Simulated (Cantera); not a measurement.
Input: 1 mol borazine, 0.3 mol O₂, 69 mol N₂, held at 97.0 mbar.

Equilibrium computed with Cantera from the NASA thermochemical tables; the gas is ideal and each condensed phase is pure. Candidate condensed phases: B, BN, B₂O₃, B₃O₃H₃, H₂O; 39 gas species. The feed counts by its element totals alone. Mutual solubility and eutectic melting of coexisting phases are not modelled. Equilibrium is a limit: real reactors are often held back by kinetics, nucleation or transport.

log p: log10 of the partial pressure in bar; n: condensed amount in mol.

```tsv
T (K)	log p N₂	log p H₂	log p H	log p BO	n BN(s)	n B₂O₃(l)
1573	-1.03	-2.41	-5.59	-6.21	2.64	0.0369
1623	-1.03	-2.41	-5.37	-5.80	2.63	0
1673	-1.03	-2.41	-5.15	-5.45	2.61	0
1723	-1.03	-2.41	-4.94	-5.13	2.59	0
1773	-1.03	-2.41	(withheld)	(withheld)	2.56	0
1823	-1.03	-2.41	(withheld)	(withheld)	2.53	0
1873	-1.03	-2.42	-4.40	-4.33	2.50	0
1923	-1.03	-2.42	-4.24	-4.13	2.47	0
1973	-1.03	-2.42	-4.08	-3.95	2.45	0
2023	-1.03	-2.43	-3.93	-3.80	2.43	0
2073	-1.03	-2.43	-3.79	-3.67	2.41	0
2123	-1.03	-2.43	-3.66	-3.57	2.41	0
2173	-1.03	-2.43	-3.53	-3.49	2.40	0
2223	-1.04	-2.44	-3.41	-3.41	2.40	0
```

Task: What belongs in the gaps?

Result: 
- 1773, log p H: -4.75
- 1773, log p BO: -4.84
- 1823, log p H: -4.57
- 1823, log p BO: -4.57
